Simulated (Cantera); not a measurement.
Input: 1 mol CsCl, 0.15 mol O2, 410 mol H2, held at 1648 K and 4.20 Pa.

Cantera equilibrium calculation (NASA polynomials, part measured and part estimated; ideal gas, pure solids and liquids). Candidate condensed phases: Cs, CsCl, CsOH, H2O; 22 gas species. The numbers say what is thermodynamically allowed, not how fast it happens.

Base state: H2 0.982, H 0.0136, Cs 0.00127, HCl 0.00126, CsCl 0.00115, H2O 0.000724, Cl 1.36e-5 (mole fractions); condensed: gas only.

### Question
What changes in the equilibrium state with this change: pressure from 4.20 Pa to 0.100 bar?

### Answer
```csv
species,before,after
H2,0.982,0.996
CsCl,0.00115,0.00218
H2O,0.000724,0.000729
H,0.0136,0.000281
Cl,1.36e-5,5.54e-8
Cs,0.00127,0.000250
HCl,0.00126,0.000250
```
